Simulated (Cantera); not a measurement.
A closed system holds: 1 mol Si₃N₄, 0.015 mol H₂O, 670 mol N₂.

These are equilibrium values from Cantera (NASA tables, ideal gas, pure condensed phases), not measurements of a reactor. Candidate condensed phases: H₂O, Si, SiO₂, Si₂N₂O, Si₃N₄; 35 gas species. Mutual solubility and eutectic melting of coexisting phases are not modelled. Equilibrium is a limit: real reactors are often held back by kinetics, nucleation or transport.

Stable condensed phases, one row left out:

```
T in K \ P in Pa
            0.10       1      10     100    1000   10000  100000 1000000
   1498        A       B       C       C       D       D       D       D
   1448        B       B       C       C       D       D       D       D
   1348        B       C       C       D       D       D       D       D
   1298        C       C       D       D       D       D       D       D
   1248        C       D       D       D       D       D       D       D
   1198        C       D       D       D       D       D       D       D
   1148        D       D       D       D       D       D       D       D
   1098        D       D       D       D       D       D       D       D
   1048        D       D       D       D       D       D       D       D
```

A: gas only; B: Si; C: Si₃N₄; D: Si₂N₂O + Si₃N₄.

Question: Give the row for 1398 K.

Answer: 0.10: Si; 1: Si₃N₄; 10: Si₃N₄; 100: Si₂N₂O + Si₃N₄; 1000: Si₂N₂O + Si₃N₄; 10000: Si₂N₂O + Si₃N₄; 100000: Si₂N₂O + Si₃N₄; 1000000: Si₂N₂O + Si₃N₄.
